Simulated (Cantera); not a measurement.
A perfectly stirred reactor is fed with H2 : O2 = 0.24 : 1 (molar parts), equivalence ratio 0.12, at 19.5 Torr; it is held at 1150 K, and followed from long to short residence time.

Detailed kinetics in Cantera: the H2/O2 subset of GRI-Mech 3.0, which has no nitrogen chemistry. Radical loss at walls, strong at low pressure, is not modelled. The temperature is held fixed by assumption; the heat of reaction is taken as removed at once.

### Question
Predict: x(H2) at τ = 12.0 s; x(O2) at τ = 12.0 s; x(HO2) at τ = 12.0 s; x(H2O2) at τ = 12.0 s; x(H2O) at τ = 12.0 s; x(H2) at τ = 57.0 ms; x(O2) at τ = 57.0 ms; x(HO2) at τ = 57.0 ms; x(H2O2) at τ = 57.0 ms; x(H2O) at τ = 57.0 ms.

### Answer
| Property | Result |
|---|---|
| x(H2) at τ = 12.0 s | 9.10e-5 |
| x(O2) at τ = 12.0 s | 0.785 |
| x(HO2) at τ = 12.0 s | 2.19e-6 |
| x(H2O2) at τ = 12.0 s | 2.38e-7 |
| x(H2O) at τ = 12.0 s | 0.214 |
| x(H2) at τ = 57.0 ms | 0.00258 |
| x(O2) at τ = 57.0 ms | 0.778 |
| x(HO2) at τ = 57.0 ms | 1.60e-5 |
| x(H2O2) at τ = 57.0 ms | 8.44e-7 |
| x(H2O) at τ = 57.0 ms | 0.208 |
